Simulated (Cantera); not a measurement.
Cantera run:

```python
import numpy as np
import cantera as ct

gas_names = """
    N NO NO2 NO3 N2 N2O O O2 O3 Pb PbO Pb2
""".split()
cond_names = """
    Pb(cr) Pb(L) PbO(rd) PbO(yw) PbO(L) PbO2(s) Pb3O4(s)
""".split()


# ... load() reads the species with a 1 bar reference pressure and builds the phases ...
atoms = {
    'PbO': {'Pb': 1, 'O': 1},
    'O2': {'O': 2},
    'N2': {'N': 2},
}
top_T = {'Pb3O4(s)': 820}  # K; cautious upper limits of use, not melting points


# ... equilibrate(T, P, feed) seeds the gas with the atoms and calls Mixture.equilibrate('TP', solver="vcs", rtol=1e-11, max_steps=5000) ...
results = []
feed = {'PbO': 1, 'O2': 0.05, 'N2': 25}  # mol
T = 1598  # K
P = 220000  # Pa
mix = equilibrate(T, P, feed)
results.append((T, P, feed, dict(zip(mix.species_names, mix.species_moles))))
print(gas.report(threshold=1e-05))
for i in range(1, mix.n_phases):
    print(f"{mix.phase(i).name:16s} {mix.phase_moles(i):12.5e} mol")
```

It prints:

```
       temperature   1598 K
          pressure   2.2e+05 Pa
           density   0.51021 kg/m^3
  mean mol. weight   30.813 kg/kmol
   phase of matter   gas

                          1 kg             1 kmol
                     ---------------   ---------------
          enthalpy         1.398e+06        4.3077e+07  J
   internal energy         9.668e+05         2.979e+07  J
           entropy            7758.5        2.3906e+05  J/K
    Gibbs function          -1.1e+07       -3.3895e+08  J
 heat capacity c_p            1138.6             35085  J/K
 heat capacity c_v            868.79             26770  J/K

                      mass frac. Y      mole frac. X     chem. pot. / RT
                     ---------------   ---------------   ---------------
                NO        0.00023333        0.00023961           -29.292
                N2           0.89344           0.98272           -25.438
                O2         0.0027264         0.0026255           -33.145
                Pb          0.010489         0.0015599           -14.241
               PbO          0.093106          0.012854           -30.814
     [   +7 minor]        1.4365e-06        7.4189e-07

Pb(L)             0.00000e+00 mol
PbO(L)            6.33370e-01 mol
```

Cantera equilibrium calculation (NASA polynomials, part measured and part estimated; ideal gas, pure solids and liquids). Gases not in the tables: (PbO)n polymers.
